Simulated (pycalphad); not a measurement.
All values are pycalphad results on the COST 507 light-alloy database (1999) (1 atm), not direct measurements. The data set is of 1999 and partly superseded.

How does the equilibrium phase assembly of Al-7.29Si (at.%) change on cooling from 1577 °C to 227 °C?


```tsv
T (°C)	phases above	phases below
612.6	LIQUID	FCC_A1 + LIQUID
577.0	FCC_A1 + LIQUID	DIAMOND_A4 + FCC_A1
```
Changes were sought between steps of 50 K, so a narrower field can be missed.

FCC_A1 is fcc; DIAMOND_A4 is diamond (Si).
